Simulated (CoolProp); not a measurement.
Vapour-liquid equilibrium of R22 (1) + cyclohexane (2) at 317 K; x and y are mole fractions of (1).

Computed with CoolProp (multi-fluid Helmholtz-energy mixture model, Kamei 1995 and Zhou 2014; pair parameters Bell 2016).

| x | bubble pressure (bar) | y at the bubble point | dew pressure at overall composition x (bar) | liquid density (mol/L) |
|---|---|---|---|---|
| 0.05 | 1.982 | 0.853 | 0.3022 | 9.149 |
| 0.2 | 5.991 | 0.951 | 0.3593 | 9.673 |
| 0.35 | 8.645 | 0.967 | 0.4427 | 10.23 |
| 0.5 | 10.45 | 0.974 | 0.5763 | 10.82 |
| 0.65 | 11.93 | 0.979 | 0.8248 | 11.43 |
| 0.8 | 13.57 | 0.985 | 1.449 | 12.06 |
| 0.95 | 15.84 | 0.995 | 5.873 | 12.66 |

No azeotrope shows between x = 0.05 and 0.95.

The pair parameters rest on a limited set of measurements; away from them the model extrapolates. The gap from Raoult's law changes sign with composition, which may be real or a fault of the pair parameters; it wasn't checked against measurements. With so large a gap from Raoult's law the liquid may split in two, which this calculation doesn't test in full.
